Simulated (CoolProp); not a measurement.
Vapour-liquid equilibrium of R143a (1) + isobutane (2) at 0.794 MPa; x and y are mole fractions of (1).

Model: multi-fluid Helmholtz-energy mixture model, Lemmon and Jacobsen 2000 and Bücker 2006; pair parameters Bell 2016, in CoolProp.

```tsv
x	bubble temperature (K)	y at the bubble point	dew temperature at overall composition x (K)	liquid density (mol/L)
0.05	318.5	0.231	327.1	9.028
0.125	307.3	0.441	323.6	9.343
0.2	300.1	0.559	320.1	9.577
0.275	295.5	0.631	316.3	9.766
0.35	292.2	0.680	312.4	9.933
0.425	289.9	0.717	308.2	10.09
0.5	288.1	0.747	303.8	10.26
0.575	286.6	0.775	299.1	10.43
0.65	285.3	0.803	294.2	10.63
0.725	284.1	0.833	289.4	10.84
0.8	283.1	0.867	285.4	11.08
0.875	282.3	0.908	282.9	11.34
0.95	281.6	0.958	281.7	11.64
```

No azeotrope shows between x = 0.05 and 0.95.

Pair parameters are fitted to limited data, so mixtures are less certain than the pure fluids.
